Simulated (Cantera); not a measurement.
A perfectly stirred reactor is fed with C₃H₈ : O₂ : N₂ = 1 : 12.2 : 45.9 (molar parts), equivalence ratio 0.41, at 1.01 bar; it is adiabatic with a 350 K inlet, and is followed from long to short residence time, starting on the burning branch (τ in s: 0.25, 0.12, 0.06, 0.029, 0.014, 0.0069, 0.0034, 0.0016, 0.0008, 0.00039, 0.00019, 9.2e-05, 4.5e-05).

Model: GRI-Mech 3.0 (53 species, 325 reactions), integrated in Cantera. GRI-Mech 3.0 was tuned for natural gas; its chemistry of propane as a main component is partial and can be far from experiment.

What does this change do: inlet temperature 350 to 400 K?


```csv
quantity,before,after
"blow-out, bracketed by the residence times tried","burning at 6.90 ms, out at 3.40 ms","burning at 3.40 ms, out at 1.60 ms"
x(C₃H₈) at τ = 0.250 s,3.28e-6,2.57e-6
x(O₂) at τ = 0.250 s,0.120,0.120
x(H₂) at τ = 0.250 s,1.49e-5,1.52e-5
x(C₂H) at τ = 0.250 s,2.17e-11,3.21e-11
x(CH₂O) at τ = 0.250 s,1.38e-6,1.11e-6
x(C₃H₈) at τ = 3.40 ms,0.0169,5.02e-5
x(O₂) at τ = 3.40 ms,0.206,0.123
x(H₂) at τ = 3.40 ms,<1e-12,0.000362
x(C₂H) at τ = 3.40 ms,<1e-12,2.06e-10
x(CH₂O) at τ = 3.40 ms,<1e-12,2.97e-5
```

What does this change do: N2 45.9 to 66 parts?


| quantity | before | after |
|---|---|---|
| blow-out, bracketed by the residence times tried | burning at 6.90 ms, out at 3.40 ms | not reached |
| x(C₃H₈) at τ = 0.250 s | 3.28e-6 | 0.0126 |
| x(O₂) at τ = 0.250 s | 0.120 | 0.154 |
| x(H₂) at τ = 0.250 s | 1.49e-5 | <1e-12 |
| x(C₂H) at τ = 0.250 s | 2.17e-11 | <1e-12 |
| x(CH₂O) at τ = 0.250 s | 1.38e-6 | <1e-12 |
| x(C₃H₈) at τ = 3.40 ms | 0.0169 | 0.0126 |
| x(O₂) at τ = 3.40 ms | 0.206 | 0.154 |
| x(H₂) at τ = 3.40 ms | <1e-12 | <1e-12 |
| x(C₂H) at τ = 3.40 ms | <1e-12 | <1e-12 |
| x(CH₂O) at τ = 3.40 ms | <1e-12 | <1e-12 |
| state | not reached | not burning at any residence time tried |

What does this change do: pressure from 1.01 bar to 10.0 bar?


| quantity | before | after |
|---|---|---|
| blow-out, bracketed by the residence times tried | burning at 6.90 ms, out at 3.40 ms | burning at 14.0 ms, out at 6.90 ms |
| x(C₃H₈) at τ = 0.250 s | 3.28e-6 | 5.73e-6 |
| x(O₂) at τ = 0.250 s | 0.120 | 0.120 |
| x(H₂) at τ = 0.250 s | 1.49e-5 | 4.43e-6 |
| x(C₂H) at τ = 0.250 s | 2.17e-11 | 4.91e-12 |
| x(CH₂O) at τ = 0.250 s | 1.38e-6 | 3.24e-6 |
| x(C₃H₈) at τ = 3.40 ms | 0.0169 | 0.0169 |
| x(O₂) at τ = 3.40 ms | 0.206 | 0.206 |
| x(H₂) at τ = 3.40 ms | <1e-12 | <1e-12 |
| x(C₂H) at τ = 3.40 ms | <1e-12 | <1e-12 |
| x(CH₂O) at τ = 3.40 ms | <1e-12 | <1e-12 |
